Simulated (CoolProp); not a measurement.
R152A at several states: fugacity coefficient from the reference equation and from simpler models built on Tc = 113.3 °C, pc = 4517 kPa, ω = 0.275; each cubic takes its own stable root.

The numbers come from the reference Helmholtz-energy equation of state, Outcalt 1996 in CoolProp. It is a modified Benedict-Webb-Rubin equation, recast in Helmholtz form.

```tsv
T (°C)	p (kPa)	phase	reference
81.35	121	gas	0.9865
-30.95	365	liquid	0.1973
143.35	136	gas	0.9914
96.55	10700	liquid	0.2667
```

### Question
How far does each simpler model (van der Waals, Redlich-Kwong, Soave-Redlich-Kwong, Peng-Robinson) lie from the reference over these 4 states: mean and median of the absolute difference, and the worst?

### Answer
- van der Waals: mean 101.5 %, median 17.4 %, worst +371.0 % at -30.95 °C and 365 kPa
- Redlich-Kwong: mean 27.4 %, median 7.6 %, worst +94.1 % at -30.95 °C and 365 kPa
- Soave-Redlich-Kwong: mean 2.8 %, median 0.4 %, worst +10.6 % at 96.55 °C and 10700 kPa
- Peng-Robinson: mean 1.1 %, median 0.3 %, worst +4.0 % at 96.55 °C and 10700 kPa

At some of these states van der Waals gives the other phase, because its saturation line lies elsewhere.
